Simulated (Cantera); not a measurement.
**Equilibrium for silicon nitride deposition: SiHCl3 + N2 + NH3**

Input: 1 mol SiHCl3, 13 mol N2, 0.55 mol NH3.

Cantera equilibrium calculation (NASA polynomials, part measured and part estimated; ideal gas, pure solids and liquids). Candidate condensed phases: NH4Cl, Si, Si3N4; 28 gas species. The tables' values for SiCl3 are old estimates. Rates play no part.

Task: Map the stable condensed phases over T = 1477, 1502, 1527, 1552, 1577, 1602, 1627, 1652, 1677, 1702, 1727, 1752 °C and P in Pa = 5, 21, 85, 350, 1400, 5900, 24000, 100000.

Result: 
```
T in °C \ P in Pa
              5     21     85    350   1400   5900  24000 100000
   1752       A      A      A      A      A      A      A      A
   1727       A      A      A      A      A      A      A      B
   1702       A      A      A      A      A      A      A      B
   1677       A      A      A      A      A      A      A      B
   1652       A      A      A      A      A      A      A      B
   1627       A      A      A      A      A      A      A      B
   1602       A      A      A      A      A      A      B      B
   1577       A      A      A      A      A      A      B      B
   1552       A      A      A      A      A      A      B      B
   1527       A      A      A      A      A      A      B      B
   1502       A      A      A      A      A      B      B      B
   1477       A      A      A      A      A      B      B      B
```
A: gas only; B: Si3N4.
